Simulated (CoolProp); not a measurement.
Vapour-liquid equilibrium of benzene (1) + n-dodecane (2) at 0.0641 MPa; x and y are mole fractions of (1).

Model: multi-fluid Helmholtz-energy mixture model, Thol 2012 and Lemmon 2004; pair parameters Bell 2016, in CoolProp.

```csv
x,bubble temperature (°C),y at the bubble point,dew temperature at overall composition x (°C),liquid density (mol/L)
0.05,174.5,0.495,196.0,3.825
0.15,137.1,0.869,192.0,4.294
0.25,114.0,0.954,?,4.743
0.35,99.6,?,182.7,5.205
0.45,?,0.989,177.2,5.709
0.55,83.4,0.993,170.9,6.278
0.65,78.3,?,163.3,?
0.75,74.2,0.998,153.7,7.727
0.85,70.7,0.999,?,8.689
0.95,67.4,1.000,115.7,9.892
```

**Question.** What belongs in the gaps?

**Answer.** 
- 0.25, dew temperature at overall composition x (°C): 187.6
- 0.35, y at the bubble point: 0.979
- 0.45, bubble temperature (°C): 90.1
- 0.65, y at the bubble point: 0.996
- 0.65, liquid density (mol/L): 6.940
- 0.85, dew temperature at overall composition x (°C): 140.3

No azeotrope shows between x = 0.05 and 0.95.

Pair parameters are fitted to limited data, so mixtures are less certain than the pure fluids. The gap from Raoult's law changes sign with composition, which may be real or a fault of the pair parameters; it wasn't checked against measurements.
